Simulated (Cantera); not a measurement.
An isothermal, constant-pressure homogeneous reactor starts with CH4 : H2O : H2 = 1 : 4.2 : 1.4 (molar parts), at 1498 K and 11300 Torr. Integrator tolerance rtol = 1e-08.

Computed with Cantera and GRI-Mech 3.0 (53 species, 325 reactions). The pressure lies above the range GRI-Mech 3.0 was tuned for (to about 10 atm).

Q: What does this change do: CH4 1 to 0.53 parts?

A: 
```tsv
quantity	before	after
x(CH4) at 2.00 s	0.105 (gas-phase equilibrium 4.05e-5)	0.0625 (gas-phase equilibrium 8.81e-6)
x(H2O) at 2.00 s	0.560 (gas-phase equilibrium 0.349)	0.637 (gas-phase equilibrium 0.488)
x(H2) at 2.00 s	0.303 (gas-phase equilibrium 0.535)	0.282 (gas-phase equilibrium 0.438)
x(C2H2) at 2.00 s	0.00227 (gas-phase equilibrium 6.36e-11)	0.000991 (gas-phase equilibrium 5.48e-12)
x(OH) at 2.00 s	1.28e-7 (gas-phase equilibrium 6.04e-8)	1.50e-7 (gas-phase equilibrium 9.34e-8)
x(CO2) at 2.00 s	0.0109 (gas-phase equilibrium 0.0235)	0.00746 (gas-phase equilibrium 0.0222)
x(C2H4) at 2.00 s	0.00298 (gas-phase equilibrium 1.47e-10)	0.00121 (gas-phase equilibrium 1.04e-11)
```

Q: What does this change do: H2O 4.2 to 26 parts?

A: 
| quantity | before | after |
|---|---|---|
| x(CH4) at 2.00 s | 0.105 (gas-phase equilibrium 4.05e-5) | 0.0124 (gas-phase equilibrium 6.53e-8) |
| x(H2O) at 2.00 s | 0.560 (gas-phase equilibrium 0.349) | 0.843 (gas-phase equilibrium 0.801) |
| x(H2) at 2.00 s | 0.303 (gas-phase equilibrium 0.535) | 0.124 (gas-phase equilibrium 0.166) |
| x(C2H2) at 2.00 s | 0.00227 (gas-phase equilibrium 6.36e-11) | 0.000370 (gas-phase equilibrium <1e-12) |
| x(OH) at 2.00 s | 1.28e-7 (gas-phase equilibrium 6.04e-8) | 2.96e-7 (gas-phase equilibrium 2.49e-7) |
| x(CO2) at 2.00 s | 0.0109 (gas-phase equilibrium 0.0235) | 0.0145 (gas-phase equilibrium 0.0214) |
| x(C2H4) at 2.00 s | 0.00298 (gas-phase equilibrium 1.47e-10) | 0.000202 (gas-phase equilibrium <1e-12) |
